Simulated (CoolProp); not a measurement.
The numbers come from the reference Helmholtz-energy equation of state, Span 2000 in CoolProp.

For nitrogen, give the phase and the cv (kJ/(kg K)), expansivity (1/kK), viscosity (µPa s), conductivity (mW/(m K)) at 134 K and 386 kPa; 134 K and 2630 kPa; 134 K and 17900 kPa.


- 134 K and 386 kPa: gas; cv 0.754, expansivity 8.24, viscosity 9.23, conductivity 12.8
- 134 K and 2630 kPa: gas; cv 0.859, expansivity 18.7, viscosity 10.7, conductivity 17.3
- 134 K and 17900 kPa: supercritical; cv 0.920, expansivity 7.30, viscosity 55.2, conductivity 81.1

Viscosity comes from a separate model (Lemmon 2004). Thermal conductivity comes from a separate model (Lemmon 2004).
